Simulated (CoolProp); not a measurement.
The numbers come from the reference Helmholtz-energy equation of state, Gao 2020 in CoolProp.

### Question
Give the vapour pressure (MPa), liquid density (kg/m³), vapour density (kg/m³), enthalpy of vaporisation (kJ/kg) of saturated ammonia at 260.2 K.

### Answer
| T (K) | p (MPa) | liquid density (kg/m³) | vapour density (kg/m³) | enthalpy of vaporisation (kJ/kg) |
|---|---|---|---|---|
| 260.2 | 0.257 | 656 | 2.13 | 1310 |
